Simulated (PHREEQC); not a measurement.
# Reverse-osmosis reject: speciation

Synthetic water in mg/L, 25 °C, pH 6.28, pe 11.6: Na 2160; K 53.4; Ca 171; Mg 202; Cl 4180; S(6) as SO4 385; Alkalinity as HCO3 0.000126; Br 49.4; F 5.7; Si as SiO2 1.44; Zn 18.

Cl is adjusted to close the charge balance.
Valence states are taken as typed.

The numbers come from PHREEQC with the ion-association model, phreeqc.dat.

```
Property                     Result
--------------------  -------------
ionic strength        0.134 mol/kgw
specific conductance    12200 µS/cm
density                 1.002 g/cm³
```

```tsv
species	molality	activity	log γ
Cl-	0.113	0.0841	-0.128
Na+	0.0942	0.0724	-0.114
Mg+2	0.00771	0.00291	-0.423
Ca+2	0.00407	0.00146	-0.445
SO4-2	0.00274	0.000922	-0.472
K+	0.00137	0.00102	-0.130
Br-	0.000623	0.000454	-0.137
MgSO4	0.000610	0.000629	0.013
NaSO4-	0.000434	0.000334	-0.113
F-	0.000248	0.000183	-0.132
Zn+2	0.000234	7.97e-5	-0.467
CaSO4	0.000232	0.000239	0.013
MgF+	4.66e-5	3.52e-5	-0.121
```

Precipitation was switched off in this run. The solution is supersaturated, for example in Fluorite, so a real one may precipitate; this is no full list. SiF6-2 is the database's only silicon fluoride.
